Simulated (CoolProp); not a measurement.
Vapour-liquid equilibrium of diethyl ether (1) + methanol (2) at 0.149 MPa; x and y are mole fractions of (1).

The numbers come from the multi-fluid Helmholtz-energy mixture model, Thol 2014 and de Reuck 1993; pair parameters Bell 2016 in CoolProp.

| x | bubble temperature, mixture model (°C) | bubble temperature, Raoult's law (°C) | y, mixture model | y, Raoult's law |
|---|---|---|---|---|
| 0.05 | 68.3 | 72.8 | 0.238 | 0.112 |
| 0.2 | 56.9 | 67.6 | 0.564 | 0.387 |
| 0.35 | 51.9 | 62.7 | 0.678 | 0.589 |
| 0.5 | 49.3 | 58.2 | 0.739 | 0.736 |
| 0.65 | 47.6 | 54.0 | 0.789 | 0.845 |
| 0.8 | 46.3 | 50.3 | 0.852 | 0.924 |
| 0.95 | 45.7 | 46.8 | 0.951 | 0.984 |

The largest gap from Raoult's law is -10.8 K in bubble temperature, at x = 0.35. No azeotrope shows between x = 0.05 and 0.95.

The pair parameters rest on a limited set of measurements; away from them the model extrapolates.
